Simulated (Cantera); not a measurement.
A perfectly stirred reactor is fed with H2 : O2 : N2 = 1 : 0.685 : 1.8 (molar parts), equivalence ratio 0.73, at 2.10 bar; it is adiabatic with a 573 K inlet, and is followed from long to short residence time, starting on the burning branch (τ in s: 0.095, 0.043, 0.02, 0.0089, 0.004, 0.0018, 0.00083, 0.00038, 0.00017, 7.8e-05, 3.5e-05, 1.6e-05, 7.3e-06).

Computed with Cantera and GRI-Mech 3.0 (53 species, 325 reactions). The hydrogen kinetics of GRI-Mech 3.0 are dated; newer H2 mechanisms differ, most at raised pressure.

One state of this run: T (K) = 2522; x H2 = 0.00694; x O2 = 0.0573; x O = 0.00303; x NO = 0.00410; x H = 0.00182; x H2O2 = 7.96e-7. x: mole fraction; the columns are a selection and need not sum to one.

Question: Which value of τ (s) does it belong to?
A) 0.00038
B) 0.043
C) 0.0018
D) 0.0040

Answer: D, 0.0040
